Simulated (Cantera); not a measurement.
A Cantera script and what it prints.

```python
import numpy as np
import cantera as ct

gas_names = """
    H HO2 H2 H2O H2O2 H2S H2SO4 Mg MgH MgO MgOH MgO2H2 MgS Mg2 O OH O2 O3 S SH SO SO2 SO3 S2 S2O S8
""".split()
cond_names = """
    H2O(s) H2O(L) H2SO4(L) Mg(cr) Mg(L) MgO(s) MgO(L) MgO2H2(s) MgS(s) MgSO4(s) MgSO4(L) S(cr1) S(cr2)
    S(L)
""".split()


# ... load() reads the species with a 1 bar reference pressure and builds the phases ...
atoms = {
    'MgSO4': {'Mg': 1, 'S': 1, 'O': 4},
    'H2O': {'H': 2, 'O': 1},
    'O2': {'O': 2},
}
top_T = {'MgS(s)': 2250}  # K; cautious upper limits of use, not melting points


# ... equilibrate(T, P, feed) seeds the gas with the atoms and calls Mixture.equilibrate('TP', solver="vcs", rtol=1e-11, max_steps=5000) ...
results = []
feed = {'MgSO4': 1, 'H2O': 1.6, 'O2': 0.012}  # mol
P = 1333.22  # Pa
for T in [773, 873, 973, 1073, 1173, 1273, 1373, 1473, 1573, 1673]:
    mix = equilibrate(T, P, feed)
    results.append((T, P, feed, dict(zip(mix.species_names, mix.species_moles))))

top = {s: max(r[3][s] / sum(r[3][g] for g in gas_names) for r in results) for s in gas_names}
cols = sorted((s for s in top if top[s] > 0.001), key=lambda s: -top[s])[:8]
seen = [c for c in cond_names if any(r[3].get(c, 0) > 1e-12 for r in results)]
print("log10 of partial pressures in bar; condensed amounts in mol")
print(f"{'T/K':>10s}" + "".join(f"{s[:9]:>10s}" for s in cols + seen))
for T, P, feed, n in results:
    ng = sum(n[g] for g in gas_names)
    print(f"{T:10.4g}" + "".join(f"{np.log10(max(n[s] / ng * P / 1e5, 1e-99)):10.3f}" for s in cols)
          + "".join(f"{n.get(c, 0):10.4g}" for c in seen))
```

Output:

```
log10 of partial pressures in bar; condensed amounts in mol
       T/K       H2O       SO2        O2       SO3        OH    MgO(s)  MgSO4(s)
       773    -1.878    -9.351    -4.003    -9.591   -10.700 8.491e-08         1
       873    -1.878    -6.413    -4.002    -7.413    -9.444 5.143e-05    0.9999
       973    -1.882    -4.156    -3.875    -5.695    -8.415  0.008751    0.9912
      1073    -1.984    -2.724    -2.991    -4.310    -7.432    0.2984    0.7016
      1173    -2.163    -2.374    -2.664    -4.198    -6.765         1         0
      1273    -2.164    -2.371    -2.661    -4.532    -6.195         1         0
      1373    -2.164    -2.369    -2.660    -4.818    -5.709         1         0
      1473    -2.164    -2.369    -2.660    -5.065    -5.288         1         0
      1573    -2.164    -2.369    -2.660    -5.280    -4.921         1         0
      1673    -2.165    -2.369    -2.661    -5.469    -4.598         1         0
```

Method: chemical equilibrium by Gibbs-energy minimisation in Cantera with the NASA 1993 tables (ideal gas, pure condensed phases). Mutual solubility and eutectic melting of coexisting phases are not modelled.
